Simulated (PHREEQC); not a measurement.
Make-up at 82 °C: 1.5 mmol/kgw HF, 0.04 mmol/kgw Na2SO4 and 1.1 mmol/kgw KCl. Closed to the air; pH follows from the charge balance.

All values are PHREEQC results (ion-association model, wateq4f.dat), not measurements.

No solid was allowed to form.

Problem. Order these F species by the share of F that they hold, largest first: HF, F-, HF2-.

Solution. HF (67 %), F- (33 %), HF2- (0.28 %)

Problem. Order these S species by the share of S that they hold, largest first: SO4-2, HSO4-, KSO4-.

Solution. SO4-2 (85 %), HSO4- (14 %), KSO4- (1.2 %)

The pH is 3.33 and the ionic strength 0.00170 mol/kgw. At this temperature some constants are extrapolated from 25 °C, and those without enthalpy data are left unchanged.
